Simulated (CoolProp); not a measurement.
A single-stage vapour-compression cycle with R404A: evaporating at 231.15 K (dew point), condensing at 276.15 K (bubble point), superheat 10 K, subcooling 0 K, compressor efficiency 0.9, no pressure losses. Each further row changes one setting.

Computed with CoolProp (reference Helmholtz-energy equation of state, Lemmon 2003). It is a pseudo-pure fit of the blend.

| case | cooling COP | pressure ratio | discharge temperature (K) | refrigerating effect (kJ/kg) | volumetric capacity (kJ/m³) |
|---|---|---|---|---|---|
| as stated | 3.63 | 5.61 | 299.8 | 146 | 889 |
| evaporating temperature 236.15 K | 4.27 | 4.47 | ? | 149 | 1130 |
| condensing temperature 271.15 K | ? | ? | 294.0 | 153 | 931 |
| subcooling 5 K | ? | 5.61 | 299.8 | 153 | 931 |
| superheat 20 K | 3.65 | 5.61 | 310.0 | ? | 895 |
| compressor efficiency 0.8 | 3.23 | 5.61 | 304.9 | 146 | 889 |

**Question.** Fill in the missing entries.

**Answer.** 
- evaporating temperature 236.15 K, discharge temperature (K): 297.6
- condensing temperature 271.15 K, cooling COP: 4.20
- condensing temperature 271.15 K, pressure ratio: 4.79
- subcooling 5 K, cooling COP: 3.80
- superheat 20 K, refrigerating effect (kJ/kg): 154
